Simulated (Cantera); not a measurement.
Charge: 1 mol B, 2.6 mol H2O, held at 62.3 Torr.

Equilibrium computed with Cantera from the NASA thermochemical tables; the gas is ideal and each condensed phase is pure. Candidate condensed phases: B, B2O3, B3O3H3, H2O; 23 gas species. Gases not in the tables: H3BO3. Rates play no part. All values below are at 1125 K.

Base state: H2 0.577, H2O 0.421, (HBO2)3 0.00124, HBO2 0.000597 (mole fractions); condensed: B2O3(l).

Problem. What changes in the equilibrium state with this change: B replaced by borazine?

Solution. 
```json
[
 {"species": "H2", "before": "0.577", "after": "0.865"},
 {"species": "N2", "before": "0", "after": "0.133"},
 {"species": "H2O", "before": "0.421", "after": "0.00178"},
 {"species": "HBO2", "before": "0.000597", "after": "3.88e-5"},
 {"species": "(HBO2)3", "before": "0.00124", "after": "3.39e-7"},
 {"species": "B2O3(l), mol", "before": "0.494", "after": "0.863"},
 {"species": "BN(s), mol", "before": "0", "after": "1.27"}
]
```
The feed counts by its element totals alone. Mutual solubility and eutectic melting of coexisting phases are not modelled. Further candidate phases: BN.

Problem. What changes in the equilibrium state with this change: pressure from 62.3 Torr to 0.825 Torr?

Solution. 
| species | before | after |
|---|---|---|
| H2 | 0.577 | 0.575 |
| H2O | 0.421 | 0.419 |
| HBO2 | 0.000597 | 0.00517 |
| (HBO2)3 | 0.00124 | 0.000141 |
| B2O3(l), mol | 0.494 | 0.493 |
